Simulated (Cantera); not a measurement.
Input: 1 mol Al, 90 mol N₂, at 1000 Pa.

Method: chemical equilibrium by Gibbs-energy minimisation in Cantera with the NASA 1993 tables (ideal gas, pure condensed phases). Candidate condensed phases: Al, AlN; 5 gas species. The numbers say what is thermodynamically allowed, not how fast it happens.

Over these rows the condensed part is AlN(s). Partial pressures as log10 of bar:

```
T (K)  1000/T (1/K)  log p Al  log p N₂
-----  ------------  --------  --------
1698         0.5889     -6.63     -2.00
1748         0.5721         ?     -2.00
1798         0.5562     -5.54     -2.00
1848         0.5411     -5.04     -2.00
1898         0.5269     -4.57     -2.00
1948         0.5133     -4.13     -2.00
```

**Question.** Fit log p(Al) = a + b·(1000/T) to the five rows, give the apparent enthalpy, and predict the row at 1748 K.

**Answer.** Means: 1000/T = 0.5453, log p = -5.182. Sxy = -0.112556, Sxx = 0.0034000, so b = -33.11 and a = -5.182 − (-33.11)×0.5453 = 12.87.
Apparent enthalpy: −19.145 × (-33.11) = 634 kJ/mol. With the condensed phases at unit activity, AlN(s) = Al(g) + 1/2 N₂(g) links this pressure to the main gases: over the six rows their terms move log p by +0.00 in all, so the slope is close to that reaction's ΔH°. The five rows lie within 0.01 of the line.
Prediction at 1748 K: 12.87 + (-33.11)×0.5721 = -6.07. The computed value is -6.07, 0.00 from the line.
